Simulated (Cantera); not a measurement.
Input: 1 mol SiCl₄, 2 mol H₂, equilibrated at 1050 K and 49000 Pa.

These are equilibrium values from Cantera (NASA tables, ideal gas, pure condensed phases), not measurements of a reactor. Candidate condensed phases: Si; 19 gas species. The tables' values for SiCl₃ are old estimates; treat these amounts as uncertain. Kinetics and transport are ignored.

Base state: H₂ 0.622, SiCl₄ 0.288, HCl 0.0454, SiHCl₃ 0.0410, SiCl₃ 0.00238, SiH₂Cl₂ 0.000664, SiCl₂ 0.000356 (mole fractions); condensed: gas only.

Problem. What changes in the equilibrium state with this change: temperature from 1050 K to 675 K?

Solution. 
| species | before | after |
|---|---|---|
| H₂ | 0.622 | 0.661 |
| SiCl₄ | 0.288 | 0.328 |
| HCl | 0.0454 | 0.00534 |
| SiHCl₃ | 0.0410 | 0.00533 |
| SiCl₂ | 0.000356 | <1e-9 |
| SiCl₃ | 0.00238 | 3.25e-7 |
| SiH₂Cl₂ | 0.000664 | 5.36e-6 |

Problem. What changes in the equilibrium state with this change: temperature from 1050 K to 973 K?

Solution. 
```json
[
 {"species": "H₂", "before": "0.622", "after": "0.633"},
 {"species": "SiCl₄", "before": "0.288", "after": "0.300"},
 {"species": "HCl", "before": "0.0454", "after": "0.0334"},
 {"species": "SiHCl₃", "before": "0.0410", "after": "0.0319"},
 {"species": "SiCl₂", "before": "0.000356", "after": "4.66e-5"},
 {"species": "SiCl₃", "before": "0.00238", "after": "0.000698"}
]
```
